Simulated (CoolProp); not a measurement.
Model: reference Helmholtz-energy equation of state, Eisenbach 2021, in CoolProp.

### Question
For propylene glycol, give the phase and the density (kg/m³), cp (kJ/(kg K)), isothermal compressibility (1/MPa), expansivity (1/kK) at 194.05 °C and 373 kPa.

### Answer
- 194.05 °C and 373 kPa: liquid; density 886, cp 3.41, isothermal compressibility 0.00132, expansivity 1.17
